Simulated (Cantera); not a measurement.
What does this Cantera script print?

```python
import numpy as np
import cantera as ct

gas_names = """
    O2 H2O
""".split()
cond_names = """
    Cu(L) Cu2O(L)
""".split()


# ... load() reads the species with a 1 bar reference pressure and builds the phases ...
species = {s.name: s for s in load("nasa_gas.yaml", gas_names) + load("nasa_condensed.yaml", cond_names)}
T = 1625
g = {n: (s.thermo.h(T) - T * s.thermo.s(T)) / (ct.gas_constant * T * np.log(10)) for n, s in species.items()}
valid = cond_names  # the entries whose range holds T


def stable(la, lb):
    # potentials (over RT ln 10) of the two non-metals from log10 p(O2) and log10 p(H2O) in bar
    mu = {}
    mu["O"] = (g["O2"] + la) / 2
    mu["H"] = (g["H2O"] + lb - 1 * mu["O"]) / 2
    cost = {}
    for n in valid:
        c = species[n].composition
        cost[n] = (g[n] - sum(c.get(e, 0) * m for e, m in mu.items())) / c["Cu"]
    return min(cost, key=cost.get)


results = []
for lb in [0, -0.9, -1.8, -2.7, -3.6, -4.5, -5.4, -6.3, -7.2, -8.1, -9]:
    row = [stable(la, lb) for la in [-10, -9.4, -8.9, -8.3, -7.8, -7.2, -6.7, -6.1, -5.6, -5, -4.4, -3.9, -3.3, -2.8, -2.2, -1.7, -1.1, -0.6, 0]]
    results.append(row)
    print(f"{lb:6.1f}  " + " ".join(f"{valid.index(n):x}" for n in row))
print("key: " + ", ".join(f"{i:x} {n}" for i, n in enumerate(valid)))
```

Output:

```
   0.0  0 0 0 0 0 0 0 0 0 0 0 0 0 1 1 1 1 1 1
  -0.9  0 0 0 0 0 0 0 0 0 0 0 0 0 1 1 1 1 1 1
  -1.8  0 0 0 0 0 0 0 0 0 0 0 0 0 1 1 1 1 1 1
  -2.7  0 0 0 0 0 0 0 0 0 0 0 0 0 1 1 1 1 1 1
  -3.6  0 0 0 0 0 0 0 0 0 0 0 0 0 1 1 1 1 1 1
  -4.5  0 0 0 0 0 0 0 0 0 0 0 0 0 1 1 1 1 1 1
  -5.4  0 0 0 0 0 0 0 0 0 0 0 0 0 1 1 1 1 1 1
  -6.3  0 0 0 0 0 0 0 0 0 0 0 0 0 1 1 1 1 1 1
  -7.2  0 0 0 0 0 0 0 0 0 0 0 0 0 1 1 1 1 1 1
  -8.1  0 0 0 0 0 0 0 0 0 0 0 0 0 1 1 1 1 1 1
  -9.0  0 0 0 0 0 0 0 0 0 0 0 0 0 1 1 1 1 1 1
key: 0 Cu(L), 1 Cu2O(L)
```

Cantera with NASA thermochemical tables; ideal gases at 1 bar, condensed phases pure.
